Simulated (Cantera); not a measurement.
Feed: 1 mol Si, 8.1 mol F2, 7.2 mol HCl, held at 1498.15 K and 3.80 mbar.

Method: chemical equilibrium by Gibbs-energy minimisation in Cantera with the NASA 1993 tables (ideal gas, pure condensed phases). Candidate condensed phases: Si; 37 gas species. Kinetics and transport are ignored.

Base state: HF 0.404, Cl 0.209, F 0.186, ClF 0.0950, SiF4 0.0561, Cl2 0.0499, F2 1.79e-5, HCl 1.53e-5 (mole fractions); condensed: gas only.

What changes in the equilibrium state with this change: 0.026 mol CH4 added?


```csv
species,before,after
HF,0.404,0.411
Cl,0.209,0.211
F,0.186,0.178
ClF,0.0950,0.0918
Cl2,0.0499,0.0509
SiF4,0.0561,0.0562
CF4,0,0.00146
F2,1.79e-5,1.64e-5
HCl,1.53e-5,1.64e-5
```
Gases not in the tables: C2F6 and larger saturated fluorocarbons. Further candidate phases: C, C6H6, C7H8, C8H18, SiC.
